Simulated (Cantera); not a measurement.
A perfectly stirred reactor is fed with CH₄ : O₂ : N₂ = 1 : 2.56 : 9.64 (molar parts), equivalence ratio 0.78, at 750 Torr; it is adiabatic with a 725 K inlet, and is followed from long to short residence time, starting on the burning branch (τ in s: 0.054, 0.031, 0.018, 0.01, 0.0058, 0.0033, 0.0019, 0.0011, 0.00061, 0.00035, 0.0002, 0.00011, 6.5e-05).

Cantera simulation using GRI-Mech 3.0 (53 species, 325 reactions); the numbers are that mechanism's predictions, not measurements.

x: mole fraction; the columns are a selection and need not sum to one.

```csv
τ (s),T (K),x CH₄,x O₂,x CH₂O,x OH,x CO,x NO
0.054,2246,3.53e-6,0.0422,6.17e-7,0.00534,0.00361,[?]
0.031,2241,5.76e-6,0.0426,1.01e-6,0.00559,0.00399,[?]
0.018,2234,9.09e-6,0.0430,1.61e-6,0.00594,0.00457,[?]
0.010,2220,1.44e-5,0.0435,2.56e-6,0.00646,0.00552,[?]
0.0058,2202,2.16e-5,0.0442,3.82e-6,0.00708,0.00677,[?]
0.0033,2176,3.25e-5,0.0450,5.66e-6,0.00781,0.00843,[?]
0.0019,2145,4.84e-5,0.0460,8.24e-6,0.00854,0.0104,[?]
0.0011,2107,7.27e-5,0.0473,1.20e-5,0.00921,0.0126,[?]
0.00061,2062,0.000116,0.0488,1.81e-5,0.00976,0.0153,[?]
0.00035,2014,0.000184,0.0506,2.74e-5,0.0101,0.0181,[?]
0.00020,1962,0.000309,0.0529,4.32e-5,0.0101,0.0214,[?]
0.00011,1903,0.000574,0.0564,7.44e-5,0.00963,0.0260,[?]
6.5e-5,1845,0.00111,0.0615,0.000131,0.00864,0.0317,[?]
```

Question: What belongs in the gaps?

Answer: 
- 0.054, x NO: 0.00167
- 0.031, x NO: 0.00116
- 0.018, x NO: 0.000801
- 0.010, x NO: 0.000539
- 0.0058, x NO: 0.000375
- 0.0033, x NO: 0.000257
- 0.0019, x NO: 0.000176
- 0.0011, x NO: 0.000121
- 0.00061, x NO: 8.20e-5
- 0.00035, x NO: 5.75e-5
- 0.00020, x NO: 4.03e-5
- 0.00011, x NO: 2.69e-5
- 6.5e-5, x NO: 1.75e-5
